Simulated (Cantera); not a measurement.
What does this Cantera script print?

```python
import numpy as np
import cantera as ct

gas_names = """
    H HNO HNO2 HNO3 HO2 H2 H2O H2O2 N NH NH2 NH3 NH2OH NO NO2 NO3 N2 N2H2 N2H4 N2O O OH O2 O3
""".split()
cond_names = """
    H2O(s) H2O(L)
""".split()


# ... load() reads the species with a 1 bar reference pressure and builds the phases ...
atoms = {
    'N2O': {'N': 2, 'O': 1},
    'H2O': {'H': 2, 'O': 1},
    'N2': {'N': 2},
}
top_T = {}  # K; cautious upper limits of use, not melting points


# ... equilibrate(T, P, feed) seeds the gas with the atoms and calls Mixture.equilibrate('TP', solver="vcs", rtol=1e-11, max_steps=5000) ...
results = []
feed = {'N2O': 1, 'H2O': 2.4, 'N2': 17}  # mol
P = 10000  # Pa
for T in [1098, 1198, 1298, 1398, 1498, 1598, 1698, 1798, 1898, 1998, 2098]:
    mix = equilibrate(T, P, feed)
    results.append((T, P, feed, dict(zip(mix.species_names, mix.species_moles))))

top = {s: max(r[3][s] / sum(r[3][g] for g in gas_names) for r in results) for s in gas_names}
cols = sorted((s for s in top if top[s] > 1e-06), key=lambda s: -top[s])[:5]
seen = [c for c in cond_names if any(r[3].get(c, 0) > 1e-12 for r in results)]
print("log10 of partial pressures in bar; condensed amounts in mol")
print(f"{'T/K':>10s}" + "".join(f"{s[:9]:>10s}" for s in cols + seen))
for T, P, feed, n in results:
    ng = sum(n[g] for g in gas_names)
    print(f"{T:10.4g}" + "".join(f"{np.log10(max(n[s] / ng * P / 1e5, 1e-99)):10.3f}" for s in cols)
          + "".join(f"{n.get(c, 0):10.4g}" for c in seen))
```

Output:

```
log10 of partial pressures in bar; condensed amounts in mol
       T/K        N2       H2O        O2        OH        NO
      1098    -1.065    -1.940    -2.621    -7.138    -5.531
      1198    -1.065    -1.940    -2.622    -6.492    -5.168
      1298    -1.065    -1.940    -2.622    -5.945    -4.861
      1398    -1.065    -1.940    -2.624    -5.477    -4.598
      1498    -1.065    -1.940    -2.625    -5.071    -4.371
      1598    -1.065    -1.940    -2.628    -4.717    -4.173
      1698    -1.065    -1.941    -2.632    -4.404    -3.999
      1798    -1.065    -1.942    -2.637    -4.127    -3.845
      1898    -1.066    -1.944    -2.644    -3.881    -3.708
      1998    -1.066    -1.947    -2.652    -3.661    -3.587
      2098    -1.067    -1.954    -2.661    -3.463    -3.478
```

Cantera equilibrium calculation (NASA polynomials, part measured and part estimated; ideal gas, pure solids and liquids).
